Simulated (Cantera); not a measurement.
A Cantera script and what it prints.

```python
import numpy as np
import cantera as ct

gas_names = """
    Br Br2 Mg MgBr MgBr2 MgN MgO Mg2 N NO NO2 NO3 N2 N2O O O2 O3
""".split()
cond_names = """
    Br2(cr) Br2(L) Mg(cr) Mg(L) MgBr2(s) MgBr2(L) MgO(s) MgO(L)
""".split()


# ... load() reads the species with a 1 bar reference pressure and builds the phases ...
atoms = {
    'MgO': {'Mg': 1, 'O': 1},
    'Br2': {'Br': 2},
    'N2': {'N': 2},
}
top_T = {}  # K; cautious upper limits of use, not melting points


# ... equilibrate(T, P, feed) seeds the gas with the atoms and calls Mixture.equilibrate('TP', solver="vcs", rtol=1e-11, max_steps=5000) ...
results = []
feed = {'MgO': 1, 'Br2': 0.37, 'N2': 0.36}  # mol
T = 1098.15  # K
P = 25000  # Pa
mix = equilibrate(T, P, feed)
results.append((T, P, feed, dict(zip(mix.species_names, mix.species_moles))))
x = sorted(zip(gas.X, gas.species_names), reverse=True)
print(f"T = {T:g} K  P = {P:g} Pa  gas = {mix.phase_moles(0):.4g} mol")
print("   x: " + "  ".join(f"{s} {v:.3e}" for v, s in x if v > 0.001))
print("   condensed (mol): " + ("  ".join(f"{mix.phase(i).name} {mix.phase_moles(i):.4g}"
      for i in range(1, mix.n_phases) if mix.phase_moles(i) > 1e-12) or "none"))
```

Output:

```
T = 1098.15 K  P = 25000 Pa  gas = 0.7386 mol
   x: Br2 4.893e-01  N2 4.874e-01  Br 2.304e-02
   condensed (mol): MgO(s) 0.9999
```

Method: chemical equilibrium by Gibbs-energy minimisation in Cantera with the NASA 1993 tables (ideal gas, pure condensed phases).
